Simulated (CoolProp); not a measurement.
Vapour-liquid equilibrium of R125 (1) + R236EA (2) at 269.2 K; x and y are mole fractions of (1).

Model: multi-fluid Helmholtz-energy mixture model, Lemmon 2005 and Rui 2013; pair parameters Bell 2016, in CoolProp.

Problem. Give the bubble pressure and the first vapour's composition at x = 0.5, 0.8, 0.95. Is there an azeotrope?

Solution. x = 0.5: 0.3233 MPa, y = 0.881; x = 0.8: 0.4785 MPa, y = 0.963; x = 0.95: 0.5616 MPa, y = 0.991. No azeotrope shows between x = 0.05 and 0.95.

The pair parameters rest on a limited set of measurements; away from them the model extrapolates. The gap from Raoult's law changes sign with composition, which may be real or a fault of the pair parameters; it wasn't checked against measurements.
